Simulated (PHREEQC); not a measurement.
# Brackish or sea water (model solution)

Model water analysis in mmol/kgw, 25 °C, pH 6.49:

```csv
constituent,mmol/kgw
Na,408
K,8.67
Ca,69.9
Mg,19.4
Cl,510
S(6),38.6
Alkalinity (meq/kgw),0.0077
Br,0.0694
Fe(2),2.91
```

Cl is adjusted to close the charge balance.
Valence states are taken as typed.

All values are PHREEQC results (ion-association model, phreeqc.dat), not measurements.

```yaml
ionic_strength: 0.669 mol/kgw
activity_of_water: 0.982
specific_conductance: 47000 µS/cm
density: 1.023 g/cm³
```

```csv
species,molality,activity,log γ
Cl-,0.523,0.330,-0.200
Na+,0.401,0.287,-0.144
Ca+2,0.0617,0.0154,-0.602
SO4-2,0.0192,0.00350,-0.739
Mg+2,0.0161,0.00466,-0.540
K+,0.00848,0.00529,-0.205
CaSO4,0.00823,0.00960,0.067
NaSO4-,0.00746,0.00504,-0.170
MgSO4,0.00327,0.00382,0.067
Fe+2,0.00230,0.000529,-0.639
FeCl+,0.000323,0.000241,-0.127
```

Precipitation was switched off in this run. Saturation is exceeded, for instance for Gypsum; the values hold only as long as no solid forms.
